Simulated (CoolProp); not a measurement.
Benzene at 373.69 K and 0.0138 MPa is compressed adiabatically to 0.0976 MPa with isentropic efficiency 0.8. Each further row changes one setting.

The numbers come from the reference Helmholtz-energy equation of state, Thol 2012 in CoolProp.

```tsv
case	work (kJ/kg)	final temperature (K)	final density (kg/m³)
as stated	104	445.0	2.09
efficiency 1	83.1	432.0	2.16
efficiency 0.65	128	459.5	2.02
```
